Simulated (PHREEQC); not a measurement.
1.5 g of hydrous ferric oxide (600 m²/g; 0.2 weak and 0.005 strong sites per Fe, Dzombak-Morel constants, diffuse double layer) in 1 kg of water with 0.005 mol/kgw of an inert sodium salt and 0.019 mmol/kgw ZnSO4, at 25 °C; the pH is set by adding NaOH or the inert anion's acid. Oxygen alone is held at its pressure in air (log pO2 = -0.68). No CO2 enters from the air. Nothing may precipitate in this run.

Base run: PHREEQC, ion-association model, wateq4f.dat. Each further column changes one thing. The table gives S sorbed (%).

```csv
pH,base,no electrostatic term (-no_edl),background salt from 0.005 to 0.0005 mol/kgw,oxide from 1.5 to 7.5 g/kgw
3,100.0,0.7,100.0,100.0
4.12,100.0,0.7,100.0,100.0
4.88,100.0,0.7,100.0,100.0
6,98.8,0.8,99.4,99.8
7.12,48.3,1.0,57.4,82.1
7.88,3.5,1.2,4.4,14.7
9,0.0,0.7,0.0,0.1
```

The oxide is taken as insoluble; below pH 4 it would dissolve.
